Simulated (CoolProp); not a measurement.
Properties of carbon dioxide along the isotherm -51.55 °C (Tc = 31.0 °C, pc = 7.377 MPa, ω = 0.224).

Computed with CoolProp (reference Helmholtz-energy equation of state, Span 1996).

```
p (MPa)   phase  cp (kJ/(kg K))  cv (kJ/(kg K))
-------  ------  --------------  --------------
1.84     liquid           1.957          0.9691
3.69     liquid           1.944          0.9713
5.53     liquid      (withheld)          0.9734
7.38     liquid      (withheld)          0.9755
9.22     liquid           1.910      (withheld)
11.1     liquid           1.900      (withheld)
12.9     liquid           1.891          0.9810
14.8     liquid           1.882          0.9828
16.6     liquid           1.874          0.9844
18.4     liquid      (withheld)          0.9860
```

Problem. What belongs in the gaps?

Solution. 
- 5.53, cp (kJ/(kg K)): 1.932
- 7.38, cp (kJ/(kg K)): 1.921
- 9.22, cv (kJ/(kg K)): 0.9774
- 11.1, cv (kJ/(kg K)): 0.9793
- 18.4, cp (kJ/(kg K)): 1.867
